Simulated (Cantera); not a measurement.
A closed system holds: 1 mol borazine, 8.8 mol O2, 0.31 mol N2, equilibrated at 1.00 Torr.

Method: chemical equilibrium by Gibbs-energy minimisation in Cantera with the NASA 1993 tables (ideal gas, pure condensed phases). Candidate condensed phases: B, BN, B2O3, B3O3H3, H2O; 39 gas species. The feed counts by its element totals alone. Gases not in the tables: H3BO3. Rates play no part.

Which condensed phases are stable at each of these points (T (°C)): 952, 1102, 1252, 1402, 1552, 1702, 1852, 2002?


```
T (°C)  condensed phases  B condensed (%)
------  ----------------  ---------------
952              B2O3(l)             94.1
1102             B2O3(l)             65.8
1252            gas only              0.0
1402            gas only              0.0
1552            gas only              0.0
1702            gas only              0.0
1852            gas only              0.0
2002            gas only              0.0
```

From 952 °C to 1102 °C the condensed part is B2O3(l). From 1252 °C to 2002 °C nothing is condensed.
